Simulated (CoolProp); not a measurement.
Vapour-liquid equilibrium of CHF3 (R23) (1) + CH2F2 (R32) (2) at -90.05 °C; x and y are mole fractions of (1).

Model: multi-fluid Helmholtz-energy mixture model, Penoncello 2003 and Tillner-Roth 1997; pair parameters Bell 2016, in CoolProp.

```csv
x,"bubble pressure, mixture model (kPa)","bubble pressure, Raoult's law (kPa)","y, mixture model","y, Raoult's law"
0.05,11.62,11.50,0.276,0.270
0.125,15.78,15.50,0.507,0.501
0.2,19.93,19.51,0.641,0.638
0.275,24.04,23.51,0.729,0.728
0.35,28.11,27.51,0.791,0.791
0.425,32.14,31.51,0.837,0.839
0.5,36.11,35.51,0.873,0.876
0.575,40.05,39.52,0.902,0.905
0.65,43.95,43.52,0.925,0.929
0.725,47.83,47.52,0.945,0.949
0.8,51.70,51.52,0.962,0.966
0.875,55.60,55.53,0.978,0.980
0.95,59.53,59.53,0.991,0.993
```

The largest gap from Raoult's law is +2.3 % in bubble pressure, at x = 0.275. No azeotrope shows between x = 0.05 and 0.95.

Pair parameters are fitted to limited data, so mixtures are less certain than the pure fluids.
